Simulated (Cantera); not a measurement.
**Equilibrium for silicon oxide and oxynitride deposition: SiF4 + N2O + H2**

Input: 1 mol SiF4, 8.8 mol N2O, 80 mol H2, equilibrated at 0.120 bar.

Equilibrium computed with Cantera from the NASA thermochemical tables; the gas is ideal and each condensed phase is pure. Candidate condensed phases: H2O, Si, SiO2, Si2N2O, Si3N4; 58 gas species. The tables hold silica as quartz up to 1696 K and as liquid above; real silica turns to tridymite and cristobalite and melts near 1996 K. The numbers say what is thermodynamically allowed, not how fast it happens.

From 1525 K to 1675 K the condensed part is SiO2(β-quartz). From 1750 K to 1975 K the condensed part is SiO2(condensed). At 2050 K nothing is condensed. The main Si-bearing gas is SiF4 at 1525 K and SiO at 2050 K.

| T (K) | x H2 | x N2 | x H2O | x HF | x SiO | x H | n SiO2(β-quartz) | n SiO2(condensed) |
|---|---|---|---|---|---|---|---|---|
| 1525 | 0.784 | 0.0969 | 0.0749 | 0.0440 | 3.04e-7 | 6.05e-5 | 1.000 | 0 |
| 1600 | 0.784 | 0.0969 | 0.0749 | 0.0440 | 2.24e-6 | 0.000139 | 1.000 | 0 |
| 1675 | 0.784 | 0.0969 | 0.0749 | 0.0440 | 1.37e-5 | 0.000297 | 0.999 | 0 |
| 1750 | 0.783 | 0.0969 | 0.0749 | 0.0440 | 7.00e-5 | 0.000594 | 0 | 0.993 |
| 1825 | 0.783 | 0.0968 | 0.0751 | 0.0440 | 0.000308 | 0.00112 | 0 | 0.972 |
| 1900 | 0.780 | 0.0967 | 0.0759 | 0.0439 | 0.00119 | 0.00202 | 0 | 0.892 |
| 1975 | 0.774 | 0.0964 | 0.0784 | 0.0438 | 0.00399 | 0.00347 | 0 | 0.635 |
| 2050 | 0.760 | 0.0956 | 0.0846 | 0.0434 | 0.0109 | 0.00571 | 0 | 0 |
x: gas mole fraction; n: condensed amount in mol.
